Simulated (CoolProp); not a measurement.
Properties of ethanol along the isotherm 402.4 K (Tc = 514.7 K, pc = 6268 kPa, ω = 0.644).

Model: reference Helmholtz-energy equation of state, Schroeder 2014, in CoolProp.

```json
[
 {"p (kPa)": "723", "phase": "liquid", "density (kg/m³)": "679.3", "Joule-Thomson coefficient (K/MPa)": "-0.08371", "isothermal compressibility (1/MPa)": "0.003060", "conductivity (mW/(m K))": "146"},
 {"p (kPa)": "1450", "phase": "liquid", "density (kg/m³)": "680.8", "Joule-Thomson coefficient (K/MPa)": "-0.08903", "isothermal compressibility (1/MPa)": "0.002982", "conductivity (mW/(m K))": "147"},
 {"p (kPa)": "2170", "phase": "liquid", "density (kg/m³)": "682.2", "Joule-Thomson coefficient (K/MPa)": "-0.09403", "isothermal compressibility (1/MPa)": "0.002909", "conductivity (mW/(m K))": "147"},
 {"p (kPa)": "2890", "phase": "liquid", "density (kg/m³)": "683.7", "Joule-Thomson coefficient (K/MPa)": "-0.09880", "isothermal compressibility (1/MPa)": "0.002840", "conductivity (mW/(m K))": "148"},
 {"p (kPa)": "3620", "phase": "liquid", "density (kg/m³)": "685.1", "Joule-Thomson coefficient (K/MPa)": "-0.1034", "isothermal compressibility (1/MPa)": "0.002774", "conductivity (mW/(m K))": "148"},
 {"p (kPa)": "4340", "phase": "liquid", "density (kg/m³)": "686.4", "Joule-Thomson coefficient (K/MPa)": "-0.1078", "isothermal compressibility (1/MPa)": "0.002712", "conductivity (mW/(m K))": "149"},
 {"p (kPa)": "5060", "phase": "liquid", "density (kg/m³)": "687.7", "Joule-Thomson coefficient (K/MPa)": "-0.1119", "isothermal compressibility (1/MPa)": "0.002654", "conductivity (mW/(m K))": "149"},
 {"p (kPa)": "5790", "phase": "liquid", "density (kg/m³)": "689.1", "Joule-Thomson coefficient (K/MPa)": "-0.1159", "isothermal compressibility (1/MPa)": "0.002598", "conductivity (mW/(m K))": "149"},
 {"p (kPa)": "6510", "phase": "liquid", "density (kg/m³)": "690.3", "Joule-Thomson coefficient (K/MPa)": "-0.1198", "isothermal compressibility (1/MPa)": "0.002545", "conductivity (mW/(m K))": "150"},
 {"p (kPa)": "7230", "phase": "liquid", "density (kg/m³)": "691.6", "Joule-Thomson coefficient (K/MPa)": "-0.1234", "isothermal compressibility (1/MPa)": "0.002495", "conductivity (mW/(m K))": "150"},
 {"p (kPa)": "7960", "phase": "liquid", "density (kg/m³)": "692.8", "Joule-Thomson coefficient (K/MPa)": "-0.1270", "isothermal compressibility (1/MPa)": "0.002446", "conductivity (mW/(m K))": "151"},
 {"p (kPa)": "8680", "phase": "liquid", "density (kg/m³)": "694.1", "Joule-Thomson coefficient (K/MPa)": "-0.1304", "isothermal compressibility (1/MPa)": "0.002401", "conductivity (mW/(m K))": "151"},
 {"p (kPa)": "9400", "phase": "liquid", "density (kg/m³)": "695.2", "Joule-Thomson coefficient (K/MPa)": "-0.1337", "isothermal compressibility (1/MPa)": "0.002357", "conductivity (mW/(m K))": "152"}
]
```

Thermal conductivity comes from a separate model (Assael 2013).
